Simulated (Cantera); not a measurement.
Input: 1 mol TiCl₄, 40 mol H₂, 2.7 mol CH₄, at 1400 K and 0.100 bar.

Cantera equilibrium calculation (NASA polynomials, part measured and part estimated; ideal gas, pure solids and liquids). Candidate condensed phases: C, C₆H₆, C₇H₈, C₈H₁₈, Ti, TiC, TiCl₂, TiCl₃, TiCl₄; 96 gas species. TiC: taken at fixed stoichiometry. Kinetics and transport are ignored.

Base state: H₂ 0.915, HCl 0.0840, CH₄ 0.000362, TiCl₃ 0.000110, TiCl₄ 1.96e-5, H 1.47e-5 (mole fractions); condensed: C(graphite) + TiC(s).

Q: What changes in the equilibrium state with this change: H₂ from 40 to 1 mol?

A: 
```json
[
 {"species": "H₂", "before": "0.915", "after": "0.597"},
 {"species": "HCl", "before": "0.0840", "after": "0.368"},
 {"species": "TiCl₃", "before": "0.000110", "after": "0.0176"},
 {"species": "TiCl₄", "before": "1.96e-5", "after": "0.0169"},
 {"species": "TiCl₂", "before": "7.77e-7", "after": "2.28e-5"},
 {"species": "CH₄", "before": "0.000362", "after": "0.000154"},
 {"species": "C(graphite), mol", "before": "1.69", "after": "1.98"},
 {"species": "TiC(s), mol", "before": "0.994", "after": "0.717"}
]
```
The tables' values for TiCl₂ are old estimates; treat these amounts as uncertain.
